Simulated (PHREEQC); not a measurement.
# Nickel, zinc or cadmium bath: an equilibrium model

A solution holds 0.0047 mol/kgw ZnCl2, at 25 °C. Closed to the air; pH follows from the charge balance.

Equilibrium calculation in PHREEQC: ion-association model, wateq4f.dat.

| Item | Value |
|---|---|
| pH | 5.70 |
| ionic strength | 0.0140 mol/kgw |

| species | molality | activity | log γ |
|---|---|---|---|
| Cl- | 0.00932 | 0.00826 | -0.053 |
| Zn+2 | 0.00462 | 0.00295 | -0.195 |
| ZnCl+ | 7.39e-5 | 6.55e-5 | -0.052 |
| H+ | 2.23e-6 | 2.01e-6 | -0.045 |
| ZnOH+ | 1.81e-6 | 1.61e-6 | -0.052 |
| ZnCl2 | 5.65e-7 | 5.66e-7 | 0.001 |
| ZnOHCl | 3.99e-7 | 4.00e-7 | 0.001 |
| Zn(OH)2 | 9.12e-9 | 9.15e-9 | 0.001 |
| ZnCl3- | 5.92e-9 | 5.25e-9 | -0.052 |
| OH- | 5.62e-9 | 4.97e-9 | -0.053 |

No solid was allowed to form.
